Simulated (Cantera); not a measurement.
An adiabatic, constant-pressure homogeneous reactor starts with 8.58 % CH₃OH, 19.2 % O₂, 72.2 % N₂, at 1350 K and 1000000 Pa.

Model: GRI-Mech 3.0 (53 species, 325 reactions), integrated in Cantera. GRI-Mech 3.0 was tuned for natural gas; its chemistry of methanol as a main component is partial and can be far from experiment.

Problem. Predict: time of steepest temperature rise; temperature at 0.400 s; equilibrium temperature; x(O₂) at 0.400 s; x(CO) at 0.400 s; x(HO₂) at 0.400 s; x(H) at 0.400 s; x(O) at 0.400 s.

Solution. 
| Item | Value |
|---|---|
| time of steepest temperature rise | 0.184 ms |
| temperature at 0.400 s | 2589 K |
| equilibrium temperature | 2589 K |
| x(O₂) at 0.400 s | 0.0549 (gas-phase equilibrium 0.0549) |
| x(CO) at 0.400 s | 0.00596 (gas-phase equilibrium 0.00596) |
| x(HO₂) at 0.400 s | 1.45e-5 (gas-phase equilibrium 1.45e-5) |
| x(H) at 0.400 s | 0.000511 (gas-phase equilibrium 0.000511) |
| x(O) at 0.400 s | 0.00165 (gas-phase equilibrium 0.00165) |
